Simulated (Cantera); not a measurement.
An isothermal, constant-pressure homogeneous reactor starts with 1.35 % CH4, 98.6 % H2, at 2023 K and 0.0132 atm.

Model: GRI-Mech 3.0 (53 species, 325 reactions), integrated in Cantera. GRI-Mech 3.0 stops at C3 and has no aromatics, soot or wall deposition, so with more carbon than oxygen in the feed, carbon stays in small species such as C2H2 where larger ones or solid carbon would form. Radical loss at walls, strong at low pressure, is not modelled.

Task: Predict: x(CH4) at 1.00 s; x(H2) at 1.00 s; x(H) at 1.00 s; x(CH3) at 1.00 s.

Result: 
```
Property                                           Result
----------------  ---------------------------------------
x(CH4) at 1.00 s  9.03e-5 (gas-phase equilibrium 1.39e-5)
x(H2) at 1.00 s       0.979 (gas-phase equilibrium 0.977)
x(H) at 1.00 s      0.0147 (gas-phase equilibrium 0.0164)
x(CH3) at 1.00 s  2.67e-5 (gas-phase equilibrium 4.58e-6)
```
